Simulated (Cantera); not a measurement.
Feed: 1 mol Si2H6, a varied amount of N2O, at 848 K and 10.5 Torr.

Cantera equilibrium calculation (NASA polynomials, part measured and part estimated; ideal gas, pure solids and liquids). Candidate condensed phases: H2O, Si, SiO2, Si2N2O, Si3N4; 35 gas species. The feed counts by its element totals alone. Equilibrium is a limit: real reactors are often held back by kinetics, nucleation or transport.

At 23 mol N2O, list the 3 most abundant gas species with their mole fractions, and the condensed phases.

N2 0.676, O2 0.235, H2O 0.0882. Condensed: SiO2(β-quartz).
